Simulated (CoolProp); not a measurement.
Vapour-liquid equilibrium of CHF3 (R23) (1) + R143a (2) at -57.65 °C; x and y are mole fractions of (1).

Values from CoolProp's multi-fluid Helmholtz-energy mixture model, Penoncello 2003 and Lemmon and Jacobsen 2000; pair parameters Bell 2016.

```
x     bubble pressure, mixture model (MPa)  bubble pressure, Raoult's law (MPa)  y, mixture model  y, Raoult's law
----  ------------------------------------  -----------------------------------  ----------------  ---------------
0.05                               0.07172                              0.07449             0.198            0.232
0.2                                 0.1121                               0.1174             0.564            0.590
0.35                                0.1573                               0.1603             0.746            0.756
0.5                                 0.2032                               0.2033             0.846            0.852
0.65                                0.2472                               0.2462             0.908            0.914
0.8                                 0.2894                               0.2891             0.952            0.958
0.95                                0.3317                               0.3320             0.989            0.991
```

The largest gap from Raoult's law is -4.5 % in bubble pressure, at x = 0.2. No azeotrope shows between x = 0.05 and 0.95.

Pair parameters are fitted to limited data, so mixtures are less certain than the pure fluids. The gap from Raoult's law changes sign with composition, which may be real or a fault of the pair parameters; it wasn't checked against measurements.
